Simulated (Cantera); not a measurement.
# Hydrocarbon pyrolysis for carbon deposition

An isothermal, constant-pressure homogeneous reactor starts with 39.7 % CH4, 59.5 % N2, 0.872 % H2O, at 1875 K and 1.60 bar.

Cantera simulation using GRI-Mech 3.0 (53 species, 325 reactions); the numbers are that mechanism's predictions, not measurements. GRI-Mech 3.0 stops at C3 and has no aromatics, soot or wall deposition, so with more carbon than oxygen in the feed, carbon stays in small species such as C2H2 where larger ones or solid carbon would form.

| t (s) | x CH4 | x C2H6 | x C2H | x H | x C2H4 |
|---|---|---|---|---|---|
| 0.000900 | 0.129 | 0.000268 | 8.35e-7 | 0.000219 | 0.00393 |
| 0.00247 | 0.0629 | 6.30e-5 | 1.07e-6 | 0.000275 | 0.00166 |
| 0.00679 | 0.0263 | 1.15e-5 | 1.22e-6 | 0.000313 | 0.00129 |
| 0.0186 | 0.0111 | 2.32e-6 | 1.29e-6 | 0.000333 | 0.00129 |
| 0.0512 | 0.00663 | 1.01e-6 | 1.30e-6 | 0.000339 | 0.00130 |
| 0.141 | 0.00568 | 8.13e-7 | 1.28e-6 | 0.000340 | 0.00130 |
| 0.386 | 0.00552 | 7.84e-7 | 1.28e-6 | 0.000341 | 0.00130 |
| 1.06 | 0.00552 | 7.83e-7 | 1.28e-6 | 0.000341 | 0.00130 |
| 2.91 | 0.00552 | 7.83e-7 | 1.28e-6 | 0.000341 | 0.00130 |
| 8.00 | 0.00552 | 7.83e-7 | 1.28e-6 | 0.000341 | 0.00129 |
x: mole fraction; the columns are a selection and need not sum to one.

Equilibrium at this temperature and pressure: CH4 0.00428, C2H6 4.70e-7, C2H 7.60e-7, H 0.000341, C2H4 0.000775 (gas phase only).
